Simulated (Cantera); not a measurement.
Charge: 1 mol CH3Cl, 0.0069 mol Si, at 2500 °C and 0.00220 bar.

Method: chemical equilibrium by Gibbs-energy minimisation in Cantera with the NASA 1993 tables (ideal gas, pure condensed phases). Candidate condensed phases: C, C6H6, C7H8, C8H18, Si, SiC; 109 gas species. The tables' values for SiCl are old estimates; treat these amounts as uncertain. Rates play no part.

Base state: H 0.558, Cl 0.224, H2 0.124, HCl 0.0720, C3 0.0103, C2H2 (acetylene) 0.00378, C 0.00222, C2H 0.00205 (mole fractions); condensed: C(graphite).

Question: What changes in the equilibrium state with this change: Si from 0.0069 to 0.26 mol?

Answer: 
| species | before | after |
|---|---|---|
| H | 0.558 | 0.527 |
| Cl | 0.224 | 0.209 |
| H2 | 0.124 | 0.111 |
| Si | 0.00132 | 0.0458 |
| SiC2 | 0.000689 | 0.0240 |
| HCl | 0.0720 | 0.0634 |
| C3 | 0.0103 | 0.0103 |
| Si2C | 8.02e-8 | 9.68e-5 |
| SiC | 2.09e-6 | 7.28e-5 |
| SiH | 3.95e-6 | 0.000130 |
| SiCl | 2.52e-5 | 0.000818 |
| C(graphite), mol | 0.835 | 0.655 |

Question: What changes in the equilibrium state with this change: temperature from 2500 °C to 3102 °C?

Answer: 
| species | before | after |
|---|---|---|
| H | 0.558 | 0.635 |
| Cl | 0.224 | 0.214 |
| C | 0.00222 | 0.0974 |
| H2 | 0.124 | 0.00458 |
| HCl | 0.0720 | 0.00231 |
| C2 | 0.000997 | 0.0169 |
| C3 | 0.0103 | 0.0274 |
| Si | 0.00132 | 0.00141 |
| C4H2 | 4.79e-5 | 5.10e-8 |
| C2H2 (acetylene) | 0.00378 | 2.37e-5 |
| C(graphite), mol | 0.835 | 0 |
The tables' values for CCl are old estimates; treat these amounts as uncertain.
